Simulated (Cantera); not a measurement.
An isothermal, constant-pressure homogeneous reactor starts with H2 : O2 : N2 = 0.011 : 1 : 3.4 (molar parts), equivalence ratio 0.0055, at 998 K and 0.00138 atm. Integrator tolerance rtol = 1e-08.

Cantera simulation using the H2/O2 subset of GRI-Mech 3.0, which has no nitrogen chemistry; the numbers are that mechanism's predictions, not measurements. Radical loss at walls, strong at low pressure, is not modelled.

```csv
quantity,before,after
x(H2) at 6.00 s,9.92e-6 (gas-phase equilibrium 1.16e-11),3.46e-5 (gas-phase equilibrium 2.47e-11)
x(O2) at 6.00 s,0.225 (gas-phase equilibrium 0.226),0.0712 (gas-phase equilibrium 0.0720)
x(H2O) at 6.00 s,0.00237 (gas-phase equilibrium 0.00250),0.00267 (gas-phase equilibrium 0.00299)
x(O) at 6.00 s,0.00157 (gas-phase equilibrium 1.89e-9),0.00155 (gas-phase equilibrium 1.07e-9)
x(H2O2) at 6.00 s,4.37e-10 (gas-phase equilibrium <1e-12),3.74e-10 (gas-phase equilibrium <1e-12)
x(H) at 6.00 s,0.000147 (gas-phase equilibrium <1e-12),0.000490 (gas-phase equilibrium <1e-12)
```

**Question.** What was changed between the two runs?
A) O2 1 to 0.27 parts
B) temperature 998 to 1398 K
C) N2 3.4 to 12 parts
D) pressure from 0.00138 atm to 0.0197 atm

**Answer.** A, O2 1 to 0.27 parts
